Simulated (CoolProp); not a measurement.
Values from CoolProp's reference Helmholtz-energy equation of state, Lemmon 2006. It is a short technical equation, of lower accuracy than the large ones.

Problem. For C2F6 (R116), give the phase and the density (kg/m³), cp (kJ/(kg K)), Joule-Thomson coefficient (K/MPa), isothermal compressibility (1/MPa) at 9.15 °C and 5240 kPa.

Solution. 
- 9.15 °C and 5240 kPa: liquid; density 1160, cp 1.26, Joule-Thomson coefficient 0.669, isothermal compressibility 0.0235
